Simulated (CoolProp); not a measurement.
Properties of fluoroethane (R161) along the isobar 3770 kPa (Tc = 375.2 K, pc = 5010 kPa, ω = 0.216).

Model: reference Helmholtz-energy equation of state, Wu 2012, in CoolProp.

```csv
T (K),phase,density (kg/m³),fugacity coefficient
293.1,liquid,?,0.2012
304.3,liquid,?,0.2628
315.5,liquid,?,?
326.6,liquid,654.0,0.4142
337.8,liquid,620.6,?
349,liquid,?,0.5990
371.4,gas,93.02,?
382.5,gas,82.65,?
```

Task: Complete the blanks.

Result: 
- 293.1, density (kg/m³): 730.1
- 304.3, density (kg/m³): 707.4
- 315.5, density (kg/m³): 682.3
- 315.5, fugacity coefficient: 0.3343
- 337.8, fugacity coefficient: 0.5032
- 349, density (kg/m³): 578.9
- 371.4, fugacity coefficient: 0.7329
- 382.5, fugacity coefficient: 0.7598
